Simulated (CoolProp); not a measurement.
Properties of toluene along the isobar 0.888 bar.

Values from CoolProp's reference Helmholtz-energy equation of state, Lemmon 2006. It is a short technical equation, of lower accuracy than the large ones.

```csv
T (K),phase,density (kg/m³),Joule-Thomson coefficient (K/MPa),expansivity (1/kK),conductivity (mW/(m K))
521.4,gas,1.910,11.16,1.997,32.1
535.4,gas,1.859,10.23,1.938,33.7
549.5,gas,1.809,9.410,1.882,35.3
563.6,gas,1.762,8.685,1.830,36.9
577.7,gas,1.718,8.042,1.781,38.5
591.8,gas,1.676,7.469,1.735,40.2
605.9,gas,1.636,6.956,1.691,41.8
620,gas,1.598,6.496,1.649,43.5
```

Thermal conductivity comes from a separate model (Assael 2012).
